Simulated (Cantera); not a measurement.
Feed: 1 mol FeS2, 41 mol H2, 3.5 mol H2O, equilibrated at 0.000270 bar.

These are equilibrium values from Cantera (NASA tables, ideal gas, pure condensed phases), not measurements of a reactor. Candidate condensed phases: Fe, FeO, Fe(OH)2, Fe(OH)3, FeS, FeSO4, FeS2, Fe2O3, Fe2(SO4)3, Fe3O4, H2O, H2SO4, S; 22 gas species. Equilibrium is a limit: real reactors are often held back by kinetics, nucleation or transport. All values below are at 1450 °C.

Base state: H2 0.869, H2O 0.0719, Fe 0.0213, S2 0.0155, H 0.0103, SH 0.00405, S 0.00294, H2S 0.00252 (mole fractions); condensed: gas only.

**Question.** What changes in the equilibrium state with this change: H2 from 41 to 3 mol?

**Answer.** 
```
species        before     after
-----------  --------  --------
H2              0.869     0.542
H2O            0.0719     0.253
S2             0.0155    0.0853
SO2          0.000474    0.0353
SO            0.00181    0.0239
Fe             0.0213    0.0338
H              0.0103   0.00817
Fe(OH)2       7.40e-7   2.31e-5
S2O           5.87e-6  0.000182
Fe(δ), mol          0    0.0283
FeO(l), mol         0     0.698
```
Mutual solubility and eutectic melting of coexisting phases are not modelled. The tables' stoichiometric FeO is somewhat more stable than real wüstite, so its field is too wide. FeO: taken at fixed stoichiometry.

**Question.** What changes in the equilibrium state with this change: FeS2 replaced by Nb2O5?

**Answer.** 
```json
[
 {"species": "H2", "before": "0.869", "after": "0.889"},
 {"species": "H2O", "before": "0.0719", "after": "0.101"},
 {"species": "H", "before": "0.0103", "after": "0.0105"},
 {"species": "Fe", "before": "0.0213", "after": "0"},
 {"species": "S2", "before": "0.0155", "after": "0"},
 {"species": "NbO2", "before": "0", "after": "7.50e-5"},
 {"species": "SH", "before": "0.00405", "after": "0"},
 {"species": "S", "before": "0.00294", "after": "0"},
 {"species": "H2S", "before": "0.00252", "after": "0"},
 {"species": "SO", "before": "0.00181", "after": "0"},
 {"species": "NbO2(s), mol", "before": "0", "after": "2.00"}
]
```
Condensed phases not in the tables: the oxides between NbO2 and Nb2O5. Further candidate phases: Nb, NbO, NbO2, Nb2O5.
